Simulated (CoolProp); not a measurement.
Propylene at 298.15 K and 12.6 MPa flows at 0.12 m/s in a round tube of 12.7 mm bore and 15 µm roughness, fully developed (64/Re and Nu = 3.66 if laminar; Colebrook and Gnielinski if turbulent). Each further row changes one setting.

Computed with CoolProp (reference Helmholtz-energy equation of state, Lemmon 2013).

```
case               Reynolds number  Darcy friction factor  pressure drop (Pa/m)  heat-transfer coefficient (W/(m² K))  mass flow (kg/h)
-----------------  ---------------  ---------------------  --------------------  ------------------------------------  ----------------
as stated                     7240                 0.0352                  10.7                                   371              29.3
velocity 0.24 m/s            14500                 0.0301                  36.6                                   705              58.7
diameter 25.4 mm             14500                 0.0291                  4.43                                   343               117
```

Viscosity comes from a separate model (Huber 2003), an estimate that may be off by 10 % or more. Thermal conductivity comes from a separate model (Huber 2003), an estimate that may be off by 10 % or more.
